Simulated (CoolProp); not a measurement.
Vapour-liquid equilibrium of acetone (1) + cyclohexane (2) at 34.95 °C; x and y are mole fractions of (1).

Model: multi-fluid Helmholtz-energy mixture model, Lemmon 2006 and Zhou 2014; pair parameters Bell 2016, in CoolProp.

Problem. Give the bubble pressure and the first vapour's composition at x = 0.275, 0.575, 0.725. Is there an azeotrope?

Solution. x = 0.275: 0.04838 MPa, y = 0.643; x = 0.575: 0.05104 MPa, y = 0.689; x = 0.725: 0.05155 MPa, y = 0.730. y crosses x between x = 0.725 and 0.8: the model has an azeotrope there.

The pair parameters rest on a limited set of measurements; away from them the model extrapolates. With so large a gap from Raoult's law the liquid may split in two, which this calculation doesn't test in full.
